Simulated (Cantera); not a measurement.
An isothermal, constant-pressure homogeneous reactor starts with 80.0 % NH3, 20.0 % H2, at 1575 K and 0.133 bar.

Model: the gas-phase N/H chemistry of the illustrative SiF4/NH3 mechanism in the Surface Chemkin manual (1991), integrated in Cantera. Walls and surfaces, which speed up NH3 decomposition in real reactors, are not modelled.

x: mole fraction; the columns are a selection and need not sum to one.

| t (s) | x NH3 | x H2 | x NH | x H | x N2H2 |
|---|---|---|---|---|---|
| 8.00e-6 | 0.800 | 0.200 | <1e-12 | [?] | <1e-12 |
| 2.77e-5 | 0.800 | 0.200 | <1e-12 | [?] | <1e-12 |
| 9.61e-5 | 0.800 | 0.200 | 8.89e-12 | [?] | 3.93e-12 |
| 0.000333 | 0.800 | 0.200 | 1.31e-10 | [?] | 1.21e-10 |
| 0.00115 | 0.800 | 0.200 | 1.67e-9 | [?] | 2.44e-9 |
| 0.00400 | 0.800 | 0.200 | 1.99e-8 | [?] | 3.58e-8 |
| 0.0139 | 0.800 | 0.200 | 1.81e-7 | [?] | 3.85e-7 |
| 0.0480 | 0.799 | 0.201 | 3.41e-7 | 1.00e-5 | 7.73e-7 |
| 0.167 | 0.796 | 0.203 | 3.41e-7 | 1.01e-5 | 7.70e-7 |
| 0.577 | 0.787 | 0.209 | 3.41e-7 | 1.05e-5 | 7.54e-7 |
| 2.00 | 0.756 | 0.231 | 3.39e-7 | [?] | 7.01e-7 |

Task: What belongs in the gaps?

Result: 
- 8.00e-6, x H: 7.26e-9
- 2.77e-5, x H: 1.89e-8
- 9.61e-5, x H: 5.93e-8
- 0.000333, x H: 1.99e-7
- 0.00115, x H: 6.84e-7
- 0.00400, x H: 2.35e-6
- 0.0139, x H: 7.21e-6
- 2.00, x H: 1.18e-5
